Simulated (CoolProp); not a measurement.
A single-stage vapour-compression cycle with R115: evaporating at 200.15 K (dew point), condensing at 221.15 K (bubble point), superheat 5 K, subcooling 5 K, compressor efficiency 0.85, no pressure losses. Each further row changes one setting.

Model: reference Helmholtz-energy equation of state, Lemmon 2016, in CoolProp.

```
case                              cooling COP  pressure ratio  discharge temperature (K)  refrigerating effect (kJ/kg)  volumetric capacity (kJ/m³)
--------------------------------  -----------  --------------  -------------------------  ----------------------------  ---------------------------
as stated                                7.73            3.33                      233.1                           126                          190
evaporating temperature 205.15 K         10.6             [?]                      231.0                           [?]                          260
condensing temperature 216.15 K           [?]             [?]                      226.9                           130                          197
subcooling 10 K                          8.01            3.33                      233.1                           130                          197
superheat 15 K                           7.72            3.33                      243.7                           [?]                          190
compressor efficiency 0.75                [?]            3.33                      236.5                           126                          190
```

### Question
What belongs in the gaps?

### Answer

- evaporating temperature 205.15 K, pressure ratio: 2.44
- evaporating temperature 205.15 K, refrigerating effect (kJ/kg): 129
- condensing temperature 216.15 K, cooling COP: 10.3
- condensing temperature 216.15 K, pressure ratio: 2.56
- superheat 15 K, refrigerating effect (kJ/kg): 132
- compressor efficiency 0.75, cooling COP: 6.82
